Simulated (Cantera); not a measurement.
What does this Cantera script print?

```python
import numpy as np
import cantera as ct

gas_names = [...]  # 136 gases of nasa_gas.yaml made of C, H, N, O
cond_names = """
    C(gr) C6H6(L) C7H8(L) C8H18(L),n-octa H2O(s) H2O(L)
""".split()


# ... load() reads the species with a 1 bar reference pressure and builds the phases ...
atoms = {
    'CO': {'C': 1, 'O': 1},
    'NH3': {'N': 1, 'H': 3},
    'N2': {'N': 2},
}
top_T = {'C(gr)': 4500}  # K; cautious upper limits of use, not melting points


# ... equilibrate(T, P, feed) seeds the gas with the atoms and calls Mixture.equilibrate('TP', solver="vcs", rtol=1e-11, max_steps=5000) ...
results = []
feed = {'CO': 1, 'NH3': 0.32, 'N2': 3.1}  # mol
P = 3500  # Pa
for T in [750, 950, 1150, 1350, 1550, 1750, 1950, 2150, 2350, 2550, 2750]:
    mix = equilibrate(T, P, feed)
    results.append((T, P, feed, dict(zip(mix.species_names, mix.species_moles))))

top = {s: max(r[3][s] / sum(r[3][g] for g in gas_names) for r in results) for s in gas_names}
cols = sorted((s for s in top if top[s] > 1e-06), key=lambda s: -top[s])[:9]
seen = [c for c in cond_names if any(r[3].get(c, 0) > 1e-12 for r in results)]
print("log10 of partial pressures in bar; condensed amounts in mol")
print(f"{'T/K':>10s}" + "".join(f"{s[:9]:>10s}" for s in cols + seen))
for T, P, feed, n in results:
    ng = sum(n[g] for g in gas_names)
    print(f"{T:10.4g}" + "".join(f"{np.log10(max(n[s] / ng * P / 1e5, 1e-99)):10.3f}" for s in cols)
          + "".join(f"{n.get(c, 0):10.4g}" for c in seen))
```

Result:

```
log10 of partial pressures in bar; condensed amounts in mol
       T/K        N2        CO        H2         H       CO2       H2O       CH4       HCN         N     C(gr)
       750    -1.579    -2.662    -2.497   -13.748    -2.579    -3.201    -4.490    -9.649   -30.604    0.4003
       950    -1.617    -2.142    -2.453   -10.481    -4.061    -4.624    -5.681    -7.686   -23.647   0.01466
      1150    -1.618    -2.132    -2.451    -8.353    -5.668    -5.912    -6.532    -6.413   -19.089 0.0003646
      1350    -1.618    -2.132    -2.451    -6.848    -6.297    -6.322    -7.642    -6.023   -15.876         0
      1550    -1.619    -2.132    -2.451    -5.727    -6.425    -6.297    -8.796    -6.065   -13.488         0
      1750    -1.619    -2.132    -2.452    -4.859    -6.517    -6.278    -9.682    -6.095   -11.644         0
      1950    -1.619    -2.132    -2.455    -4.168    -6.587    -6.267   -10.386    -6.119   -10.176         0
      2150    -1.620    -2.133    -2.468    -3.609    -6.641    -6.267   -10.973    -6.142    -8.980         0
      2350    -1.623    -2.136    -2.501    -3.154    -6.686    -6.290   -11.500    -6.173    -7.987         0
      2550    -1.629    -2.142    -2.575    -2.794    -6.735    -6.366   -12.027    -6.217    -7.151         0
      2750    -1.637    -2.151    -2.721    -2.525    -6.816    -6.551   -12.601    -6.260    -6.438         0
```

These are equilibrium values from Cantera (NASA tables, ideal gas, pure condensed phases), not measurements of a reactor.
